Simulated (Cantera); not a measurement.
Input: 1 mol CO, 0.065 mol O2, 2 mol N2, 0.11 mol CO2, held at 1677 °C and 101000 Pa.

Equilibrium computed with Cantera from the NASA thermochemical tables; the gas is ideal and each condensed phase is pure. Candidate condensed phases: C; 24 gas species. Kinetics and transport are ignored.

Base state: N2 0.643, CO 0.280, CO2 0.0772 (mole fractions); condensed: gas only.

Problem. What changes in the equilibrium state with this change: CO replaced by CH3OH?

Solution. 
```csv
species,before,after
N2,0.643,0.391
H2,0,0.350
CO,0.280,0.211
CO2,0.0772,0.00567
H2O,0,0.0413
H,0,0.000673
```
Further candidate phases: C6H6, C7H8, C8H18, H2O.
